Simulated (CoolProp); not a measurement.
Properties of isobutane along the isobar 2170 kPa.

Model: reference Helmholtz-energy equation of state, Bücker 2006, in CoolProp.

| T (°C) | phase | speed of sound (m/s) | isothermal compressibility (1/MPa) | fugacity coefficient |
|---|---|---|---|---|
| 87.55 | liquid | 479.2 | 0.01452 | 0.5796 |
| 107.65 | gas | 163.9 | 0.8831 | 0.7488 |
| 127.85 | gas | 188.8 | 0.6824 | 0.7902 |
| 148.05 | gas | 206.0 | 0.6101 | 0.8224 |
| 168.25 | gas | 219.8 | 0.5710 | 0.8482 |
| 188.35 | gas | 231.4 | 0.5464 | 0.8694 |
| 208.55 | gas | 241.7 | 0.5292 | 0.8871 |
| 228.75 | gas | 251.0 | 0.5166 | 0.9021 |
| 248.95 | gas | 259.5 | 0.5070 | 0.9148 |
| 269.05 | gas | 267.4 | 0.4995 | 0.9256 |
